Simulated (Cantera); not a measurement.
## Adiabatic ignition

An adiabatic, constant-pressure homogeneous reactor starts with CO : H2 : CH4 : O2 : N2 = 1 : 0.065 : 1.2 : 1.47 : 5.51 (molar parts), equivalence ratio 2.0, at 1600 K and 3750 Torr.

Detailed kinetics in Cantera: GRI-Mech 3.0 (53 species, 325 reactions).

| t (s) | T (K) | x CO | x H2 | x CH4 | x NO2 | x CO2 |
|---|---|---|---|---|---|---|
| 3.00e-6 | 1600 | 0.108 | 0.00703 | 0.130 | <1e-12 | 3.44e-6 |
| 9.10e-6 | 1600 | 0.108 | 0.00704 | 0.130 | <1e-12 | 1.54e-5 |
| 2.76e-5 | 1601 | 0.108 | 0.00708 | 0.129 | <1e-12 | 7.65e-5 |
| 8.37e-5 | 1619 | 0.108 | 0.00790 | 0.125 | <1e-12 | 0.000621 |
| 0.000254 | 2718 | 0.181 | 0.103 | 5.12e-11 | 9.15e-9 | 0.0343 |
| 0.000770 | 2718 | 0.181 | 0.103 | 5.26e-11 | 1.35e-8 | 0.0343 |
| 0.00234 | 2717 | 0.181 | 0.103 | 5.31e-11 | 1.67e-8 | 0.0342 |
| 0.00709 | 2717 | 0.181 | 0.103 | 5.31e-11 | 1.70e-8 | 0.0342 |
| 0.0215 | 2717 | 0.181 | 0.103 | 5.31e-11 | 1.70e-8 | 0.0342 |
| 0.0652 | 2717 | 0.181 | 0.103 | 5.31e-11 | 1.70e-8 | 0.0342 |
| 0.198 | 2717 | 0.181 | 0.103 | 5.31e-11 | 1.70e-8 | 0.0342 |
| 0.600 | 2717 | 0.181 | 0.103 | 5.31e-11 | 1.70e-8 | 0.0342 |
x: mole fraction; the columns are a selection and need not sum to one.

```yaml
time_of_steepest_temperature_rise: 0.168 ms
temperature at 0.600 s: 2717 K
equilibrium_temperature: 2717 K
x(CO) at 0.600 s: 0.181 (gas-phase equilibrium 0.181)
x(H2) at 0.600 s: 0.103 (gas-phase equilibrium 0.103)
x(CH4) at 0.600 s: 5.31e-11 (gas-phase equilibrium 5.96e-11)
```
